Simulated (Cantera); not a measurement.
**Adiabatic ignition**

An adiabatic, constant-pressure homogeneous reactor starts with 16.0 % CH4, 1.59 % H2, 17.3 % O2, 65.1 % N2, at 1148 K and 1.01 bar.

Model: GRI-Mech 3.0 (53 species, 325 reactions), integrated in Cantera.

```csv
t (s),T (K),x CH4,x H2,x O2,x H2O,x C2H6,x C2H4,x H2O2
1.00e-6,1148,0.160,0.0159,0.173,5.48e-12,<1e-12,<1e-12,<1e-12
3.67e-6,1148,0.160,0.0159,0.173,7.41e-11,<1e-12,<1e-12,2.52e-12
1.35e-5,1148,0.160,0.0159,0.173,4.84e-10,<1e-12,<1e-12,3.38e-11
4.95e-5,1148,0.160,0.0159,0.173,3.38e-9,<1e-12,<1e-12,4.44e-10
0.000182,1148,0.160,0.0159,0.173,3.69e-8,6.13e-11,1.20e-12,5.36e-9
0.000667,1148,0.160,0.0159,0.173,7.64e-7,9.22e-9,1.86e-10,5.22e-8
0.00245,1148,0.160,0.0159,0.173,4.75e-5,9.72e-6,2.19e-7,3.73e-7
0.00899,1151,0.160,0.0157,0.173,0.000545,0.000169,8.08e-6,8.74e-7
0.0330,1180,0.154,0.0160,0.169,0.00567,0.00120,0.000281,7.19e-6
0.121,2300,2.27e-11,0.149,3.82e-6,0.141,<1e-12,<1e-12,1.22e-9
0.445,2300,2.26e-11,0.149,3.82e-6,0.141,<1e-12,<1e-12,1.23e-9
1.63,2300,2.26e-11,0.149,3.82e-6,0.141,<1e-12,<1e-12,1.23e-9
6.00,2300,2.26e-11,0.149,3.82e-6,0.141,<1e-12,<1e-12,1.23e-9
```
x: mole fraction; the columns are a selection and need not sum to one.

```json
{
 "time_of_steepest_temperature_rise": "44.5 ms",
 "temperature at 6.00 s": "2300 K",
 "equilibrium_temperature": "2300 K",
 "x(CH4) at 6.00 s": "2.26e-11 (gas-phase equilibrium 2.56e-11)",
 "x(H2) at 6.00 s": "0.149 (gas-phase equilibrium 0.149)",
 "x(O2) at 6.00 s": "3.82e-6 (gas-phase equilibrium 3.82e-6)"
}
```
